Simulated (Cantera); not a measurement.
## Ammonia decomposition in nitride growth gas

A perfectly stirred reactor is fed with 36.9 % NH3, 62.7 % H2, 0.406 % N2, at 60.8 Torr; it is held at 2300 K, and followed from long to short residence time.

Computed with Cantera and the gas-phase N/H chemistry of the illustrative SiF4/NH3 mechanism in the Surface Chemkin manual (1991). Walls and surfaces, which speed up NH3 decomposition in real reactors, are not modelled.

| τ (s) | x NH3 | x H2 | x N2H4 | x N | x NH |
|---|---|---|---|---|---|
| 3.6 | 0.000270 | 0.838 | 3.07e-12 | 2.45e-5 | 1.74e-5 |
| 1.6 | 0.000797 | 0.845 | 1.32e-11 | 2.50e-5 | 2.52e-5 |
| 0.70 | 0.00548 | 0.851 | 1.15e-10 | 1.34e-5 | 3.17e-5 |
| 0.31 | 0.0203 | 0.845 | 5.24e-10 | 9.24e-6 | 3.84e-5 |
| 0.14 | 0.0490 | 0.828 | 1.58e-9 | 8.14e-6 | 4.74e-5 |
| 0.061 | 0.100 | 0.795 | 4.04e-9 | 7.66e-6 | 5.81e-5 |
| 0.027 | 0.171 | 0.751 | 8.20e-9 | 7.33e-6 | 6.77e-5 |
| 0.012 | 0.245 | 0.704 | 1.31e-8 | 6.99e-6 | 7.44e-5 |
| 0.0052 | 0.303 | 0.667 | 1.72e-8 | 6.58e-6 | 7.71e-5 |
x: mole fraction; the columns are a selection and need not sum to one.
